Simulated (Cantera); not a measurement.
What does this Cantera script print?

```python
import numpy as np
import cantera as ct

surf = ct.Interface("ptcombust.yaml", "Pt_surf")
gas = surf.adjacent["gas"]
gas.TPX = 300, 26000, {'CH4': 0.016, 'O2': 0.057, 'N2': 0.79}
jet = ct.ImpingingJet(gas=gas, width=0.033, surface=surf)
jet.inlet.mdot, jet.inlet.T, jet.inlet.X = 0.023, 300, {'CH4': 0.016, 'O2': 0.057, 'N2': 0.79}
jet.set_refine_criteria(ratio=10, slope=0.2, curve=0.3)
show, cover = ['CH4', 'O2', 'H2O', 'OH', 'CO', 'CO2'], ["PT(S)", "H(S)", "O(S)", "OH(S)", "CO(S)", "C(S)"]

rows = []
print(f"{'Ts/K':>7s}" + "".join(f"{s:>11s}" for s in show + cover) + "   (gas at the wall, coverages)")
for i, Ts in enumerate([900, 950, 1000, 1050, 1100, 1150, 1200]):
    jet.surface.T = Ts
    if i == 0:
        surf.TP = Ts, 26000
        surf.coverages = "PT(S):0.5, O(S):0.5"
        surf.advance_coverages(1.0)
        jet.set_initial_guess(products="inlet")
    jet.solve(loglevel=0, auto=(i == 0))
    rows.append([*(jet.X[gas.species_index(s), -1] for s in show), *surf[cover].coverages])
    print(f"{Ts:7g}" + "".join(f"{x:11.3e}" for x in rows[-1]))
```

Output:

```
   Ts/K        CH4         O2        H2O         OH         CO        CO2      PT(S)       H(S)       O(S)      OH(S)      CO(S)       C(S)   (gas at the wall, coverages)
    900  6.724e-03  4.105e-02  2.203e-02  1.897e-08  2.551e-06  1.439e-02  1.964e-01  1.193e-07  8.016e-01  1.994e-03  8.654e-06  3.077e-08
    950  4.166e-03  3.566e-02  2.672e-02  5.479e-08  2.200e-06  1.748e-02  2.674e-01  2.917e-07  7.306e-01  1.996e-03  5.566e-06  2.663e-08
   1000  2.742e-03  3.268e-02  2.930e-02  1.404e-07  1.964e-06  1.919e-02  3.392e-01  5.960e-07  6.589e-01  1.860e-03  3.518e-06  2.198e-08
   1050  1.929e-03  3.099e-02  3.073e-02  3.258e-07  1.841e-06  2.015e-02  4.096e-01  1.084e-06  5.887e-01  1.674e-03  2.287e-06  1.819e-08
   1100  1.436e-03  2.999e-02  3.156e-02  6.909e-07  1.808e-06  2.070e-02  4.778e-01  1.824e-06  5.208e-01  1.479e-03  1.551e-06  1.537e-08
   1150  1.122e-03  2.941e-02  3.203e-02  1.363e-06  1.854e-06  2.101e-02  5.424e-01  2.890e-06  4.563e-01  1.291e-03  1.100e-06  1.331e-08
   1200  9.053e-04  2.913e-02  3.228e-02  2.520e-06  1.997e-06  2.111e-02  6.027e-01  4.366e-06  3.961e-01  1.119e-03  8.129e-07  1.174e-08
```

Model: Deutschmann's 1995 Pt surface mechanism with GRI-Mech 3.0 gas chemistry, integrated in Cantera. Catalytic surfaces can have several steady states; this one follows from the mechanism file's or the stated starting coverage.
